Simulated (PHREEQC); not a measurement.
A solution holds 35 mmol/kgw NH3, 0.0425 mmol/kgw H4SiO4 and 8.9 mmol/kgw Na2CO3, at 25 °C. Closed to the air; pH follows from the charge balance.

The numbers come from PHREEQC with the ion-association model, wateq4f.dat.

Precipitation was switched off in this run.

Order these C species by the share of C that they hold, largest first: NaCO3-, HCO3-, CO3-2.

CO3-2 (77 %), NaCO3- (13 %), HCO3- (9.1 %)

Order these Si species by the share of Si that they hold, largest first: H4SiO4, H3SiO4-, H2SiO4-2.

H3SiO4- (94 %), H4SiO4 (4.6 %), H2SiO4-2 (1.1 %)

The pH is 11.07 and the ionic strength 0.0241 mol/kgw.
